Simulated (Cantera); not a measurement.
Feed: 1 mol Al(CH₃)₃, a varied amount of N₂O, 560 mol N₂, equilibrated at 1925 °C and 850 Pa.

Equilibrium computed with Cantera from the NASA thermochemical tables; the gas is ideal and each condensed phase is pure. Candidate condensed phases: Al, AlN, Al₂O₃, C, C₆H₆, C₇H₈, C₈H₁₈, H₂O; 148 gas species. The feed counts by its element totals alone. The tables' values for AlOH are old estimates; treat these amounts as uncertain. Kinetics and transport are ignored.

x: gas mole fraction; n: condensed amount in mol.

```csv
n(N₂O) (mol),x N₂,x H₂,x CO,x H,x H₂O,n C(graphite),n Al₂O₃(s)
1.1,0.985,0.00472,0.00193,0.00415,4.45e-12,0.585,0
1.6,0.984,0.00471,0.00281,0.00415,6.45e-12,0.0842,0
2.3,0.984,___,0.00403,0.00433,1.95e-11,0,0
3.3,0.983,0.00557,0.00523,0.00451,2.32e-5,0,0.0404
4.8,0.985,0.00525,0.00516,0.00438,0.000381,0,0.493
7,0.984,___,0.00454,0.00348,0.00256,0,0.499
10,0.983,___,0.00366,0.00263,0.00415,0,0.499
```

What belongs in the gaps?


- 2.3, x H₂: 0.00512
- 7, x H₂: 0.00332
- 10, x H₂: 0.00190
